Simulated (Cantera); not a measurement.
**B2O3 + F2 + O2 (oxide etching and cleaning by halides)**

Feed: 1 mol B2O3, 4.5 mol F2, 1.2 mol O2, at 0.230 bar.

Method: chemical equilibrium by Gibbs-energy minimisation in Cantera with the NASA 1993 tables (ideal gas, pure condensed phases). Candidate condensed phases: B, B2O3; 21 gas species. The numbers say what is thermodynamically allowed, not how fast it happens.

```json
[
 {"T (K)": "775", "x O2": "0.434", "x F": "0.00569", "x BF3": "0.322", "x F2": "0.238", "x FO2": "4.97e-5", "x FO": "7.11e-8", "x F2O": "1.56e-6", "x O": "<1e-12"},
 {"T (K)": "825", "x O2": "0.433", "x F": "0.0122", "x BF3": "0.321", "x F2": "0.234", "x FO2": "5.56e-5", "x FO": "1.96e-7", "x F2O": "1.93e-6", "x O": "<1e-12"},
 {"T (K)": "875", "x O2": "0.430", "x F": "0.0237", "x BF3": "0.319", "x F2": "0.227", "x FO2": "6.08e-5", "x FO": "4.79e-7", "x F2O": "2.29e-6", "x O": "2.81e-12"},
 {"T (K)": "925", "x O2": "0.426", "x F": "0.0426", "x BF3": "0.316", "x F2": "0.215", "x FO2": "6.47e-5", "x FO": "1.05e-6", "x F2O": "2.61e-6", "x O": "1.82e-11"},
 {"T (K)": "975", "x O2": "0.420", "x F": "0.0706", "x BF3": "0.311", "x F2": "0.198", "x FO2": "6.69e-5", "x FO": "2.06e-6", "x F2O": "2.81e-6", "x O": "9.75e-11"},
 {"T (K)": "1025", "x O2": "0.412", "x F": "0.109", "x BF3": "0.305", "x F2": "0.174", "x FO2": "6.67e-5", "x FO": "3.70e-6", "x F2O": "2.85e-6", "x O": "4.41e-10"},
 {"T (K)": "1075", "x O2": "0.402", "x F": "0.156", "x BF3": "0.297", "x F2": "0.145", "x FO2": "6.39e-5", "x FO": "6.05e-6", "x F2O": "2.68e-6", "x O": "1.73e-9"},
 {"T (K)": "1125", "x O2": "0.390", "x F": "0.207", "x BF3": "0.289", "x F2": "0.113", "x FO2": "5.87e-5", "x FO": "9.07e-6", "x F2O": "2.34e-6", "x O": "6.01e-9"},
 {"T (K)": "1175", "x O2": "0.379", "x F": "0.257", "x BF3": "0.281", "x F2": "0.0820", "x FO2": "5.17e-5", "x FO": "1.25e-5", "x F2O": "1.87e-6", "x O": "1.88e-8"},
 {"T (K)": "1225", "x O2": "0.370", "x F": "0.300", "x BF3": "0.274", "x F2": "0.0557", "x FO2": "4.40e-5", "x FO": "1.61e-5", "x F2O": "1.40e-6", "x O": "5.34e-8"},
 {"T (K)": "1275", "x O2": "0.363", "x F": "0.332", "x BF3": "0.269", "x F2": "0.0359", "x FO2": "3.66e-5", "x FO": "1.95e-5", "x F2O": "9.84e-7", "x O": "1.40e-7"}
]
```
x: gas mole fraction; nothing condenses.

From 775 K to 1275 K nothing is condensed. The main B-bearing gas is BF3 throughout.
